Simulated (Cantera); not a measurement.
A freely propagating, adiabatic, planar premixed flame of CH4 : H2 : O2 : N2 = 1 : 0.42 : 2.6 : 9.78 (molar parts), equivalence ratio 0.85, unburnt at 500 K and 4.54 atm; mixture-averaged transport, grid criteria slope 0.08 and curve 0.16, no radiation.

Model: GRI-Mech 3.0 (53 species, 325 reactions), integrated in Cantera. Burning velocities carry a grid error of a few per cent, more on coarse grids.

x: mole fraction of selected species; z is measured from the peak of heat release.

| z (mm) | T (K) | u (m/s) | x CH4 | x H2 | x O2 | x HCO | x C2H6 | x N2O |
|---|---|---|---|---|---|---|---|---|
| -0.351 | 501 | 0.535 | 0.0725 | 0.0295 | 0.189 | <1e-8 | 2.66e-8 | <1e-8 |
| -0.234 | 505 | 0.539 | 0.0724 | 0.0279 | 0.189 | <1e-8 | 5.27e-7 | <1e-8 |
| -0.175 | 520 | 0.554 | 0.0717 | 0.0261 | 0.188 | <1e-8 | 2.94e-6 | <1e-8 |
| -0.117 | 600 | 0.639 | 0.0676 | 0.0226 | 0.183 | <1e-8 | 2.87e-5 | <1e-8 |
| -0.0585 | 996 | 1.06 | 0.0467 | 0.0174 | 0.150 | ___ | 0.000306 | 7.40e-8 |
| -0.0292 | 1390 | 1.49 | 0.0252 | 0.0146 | 0.112 | ___ | 0.000459 | 1.83e-7 |
| 0 | 1772 | 1.91 | 0.00525 | 0.0108 | 0.0697 | ___ | 5.56e-5 | 3.74e-7 |
| 0.0292 | 1943 | 2.08 | 0.000252 | 0.00654 | 0.0470 | ___ | 1.33e-7 | 6.16e-7 |
| 0.0585 | 2018 | 2.15 | 6.72e-6 | 0.00479 | 0.0398 | ___ | <1e-8 | 7.81e-7 |
| 0.117 | 2100 | 2.23 | <1e-8 | 0.00348 | 0.0351 | ___ | <1e-8 | 8.97e-7 |
| 0.234 | 2170 | 2.30 | <1e-8 | 0.00206 | 0.0321 | <1e-8 | <1e-8 | 9.02e-7 |
| 0.468 | 2210 | 2.33 | <1e-8 | 0.00108 | 0.0306 | <1e-8 | <1e-8 | 7.29e-7 |
| 0.935 | 2225 | 2.35 | <1e-8 | 0.000702 | 0.0301 | <1e-8 | <1e-8 | 5.64e-7 |

### Question
Complete the blanks.

### Answer

- -0.0585, x HCO: 1.89e-7
- -0.0292, x HCO: 5.31e-6
- 0, x HCO: 2.12e-5
- 0.0292, x HCO: 4.86e-6
- 0.0585, x HCO: 2.13e-7
- 0.117, x HCO: 1.16e-8
